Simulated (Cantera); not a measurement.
Predominance diagram of Ca at 1200 K against the partial pressures of O2 and Cl2 (log10, bar). Standard-state values (1 bar) from the NASA 1993 polynomials, evaluated with Cantera. Candidates: Ca(l), CaCl2(l), CaO(s). Only these pure phases compete in this equilibrium. Not in the tables: oxide halides.

Which phase is stable at these pairs, and which metal-bearing vapour leads over it? (-3.1, -22.3); (-3.1, -1.7); (-25, -20.6); (-25, -13.7); (-34.4, -3.4); (-11, -5.1); (-6.3, -18.9)


| log p(O2) | log p(Cl2) | phase | chief vapour | log p (bar) |
|---|---|---|---|---|
| -3.1 | -22.3 | CaO(s) | CaO | -20.5 |
| -3.1 | -1.7 | CaCl2(l) | CaCl2 | -5.2 |
| -25 | -20.6 | CaO(s) | CaCl2 | -8.6 |
| -25 | -13.7 | CaCl2(l) | CaCl2 | -5.2 |
| -34.4 | -3.4 | CaCl2(l) | CaCl2 | -5.2 |
| -11 | -5.1 | CaCl2(l) | CaCl2 | -5.2 |
| -6.3 | -18.9 | CaO(s) | CaCl2 | -16.3 |
